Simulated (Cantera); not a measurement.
Input (Python, Cantera) and output of one run.

```python
import numpy as np
import cantera as ct

gas_names = [...]  # 116 gases of nasa_gas.yaml made of C, H, Mg, O
cond_names = """
    C(gr) C6H6(L) C7H8(L) C8H18(L),n-octa H2O(s) H2O(L) Mg(cr) Mg(L) MgCO3(s) MgO(s) MgO(L) MgO2H2(s)
""".split()


# ... load() reads the species with a 1 bar reference pressure and builds the phases ...
atoms = {
    'Mg(OH)2': {'Mg': 1, 'O': 2, 'H': 2},
    'C': {'C': 1},
    'O2': {'O': 2},
}
top_T = {'C(gr)': 4500}  # K; cautious upper limits of use, not melting points


# ... equilibrate(T, P, feed) seeds the gas with the atoms and calls Mixture.equilibrate('TP', solver="vcs", rtol=1e-11, max_steps=5000) ...
results = []
feed = {'Mg(OH)2': 1, 'C': 0.035, 'O2': 0.01}  # mol
P = 610  # Pa
for T in [1048, 1198, 1348, 1498, 1648, 1798, 1948]:
    mix = equilibrate(T, P, feed)
    results.append((T, P, feed, dict(zip(mix.species_names, mix.species_moles))))

top = {s: max(r[3][s] / sum(r[3][g] for g in gas_names) for r in results) for s in gas_names}
cols = sorted((s for s in top if top[s] > 1e-05), key=lambda s: -top[s])[:9]
seen = [c for c in cond_names if any(r[3].get(c, 0) > 1e-12 for r in results)]
print("log10 of partial pressures in bar; condensed amounts in mol")
print(f"{'T/K':>10s}" + "".join(f"{s[:9]:>10s}" for s in cols + seen))
for T, P, feed, n in results:
    ng = sum(n[g] for g in gas_names)
    print(f"{T:10.4g}" + "".join(f"{np.log10(max(n[s] / ng * P / 1e5, 1e-99)):10.3f}" for s in cols)
          + "".join(f"{n.get(c, 0):10.4g}" for c in seen))
```

Result:

```
log10 of partial pressures in bar; condensed amounts in mol
       T/K       H2O        H2       CO2        CO        OH         H        O2         O        Mg    MgO(s)
      1048    -2.251    -3.543    -3.704    -5.070   -11.093    -9.884   -16.346   -17.372   -17.631         1
      1198    -2.251    -3.551    -3.714    -4.879    -9.299    -8.496   -13.229   -14.234   -14.574         1
      1348    -2.250    -3.558    -3.725    -4.742    -7.900    -7.415   -10.793   -11.786   -12.213         1
      1498    -2.250    -3.566    -3.737    -4.641    -6.779    -6.548    -8.838    -9.823   -10.336         1
      1648    -2.250    -3.573    -3.747    -4.564    -5.861    -5.837    -7.234    -8.214    -8.811         1
      1798    -2.251    -3.574    -3.758    -4.501    -5.099    -5.241    -5.906    -6.876    -7.542         1
      1948    -2.257    -3.538    -3.778    -4.417    -4.478    -4.716    -4.868    -5.786    -6.431    0.9999
```

Method: chemical equilibrium by Gibbs-energy minimisation in Cantera with the NASA 1993 tables (ideal gas, pure condensed phases).
